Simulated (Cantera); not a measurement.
A Cantera script and what it prints.

```python
import numpy as np
import cantera as ct

gas_names = """
    Mg MgN MgO Mg2 N NO NO2 NO3 N2 N2O O O2 O3
""".split()
cond_names = """
    Mg(cr) Mg(L) MgO(s) MgO(L)
""".split()


# ... load() reads the species with a 1 bar reference pressure and builds the phases ...
atoms = {
    'MgO': {'Mg': 1, 'O': 1},
    'N2': {'N': 2},
}
top_T = {}  # K; cautious upper limits of use, not melting points


# ... equilibrate(T, P, feed) seeds the gas with the atoms and calls Mixture.equilibrate('TP', solver="vcs", rtol=1e-11, max_steps=5000) ...
results = []
feed = {'MgO': 1, 'N2': 0.1}  # mol
T = 1648  # K
P = 8300  # Pa
mix = equilibrate(T, P, feed)
results.append((T, P, feed, dict(zip(mix.species_names, mix.species_moles))))
x = sorted(zip(gas.X, gas.species_names), reverse=True)
print(f"T = {T:g} K  P = {P:g} Pa  gas = {mix.phase_moles(0):.4g} mol")
print("   x: " + "  ".join(f"{s} {v:.3e}" for v, s in x if v > 0.0001))
print("   condensed (mol): " + ("  ".join(f"{mix.phase(i).name} {mix.phase_moles(i):.4g}"
      for i in range(1, mix.n_phases) if mix.phase_moles(i) > 1e-12) or "none"))
```

It prints:

```
T = 1648 K  P = 8300 Pa  gas = 0.1 mol
   x: N2 1.000e+00
   condensed (mol): MgO(s) 1
```

These are equilibrium values from Cantera (NASA tables, ideal gas, pure condensed phases), not measurements of a reactor.
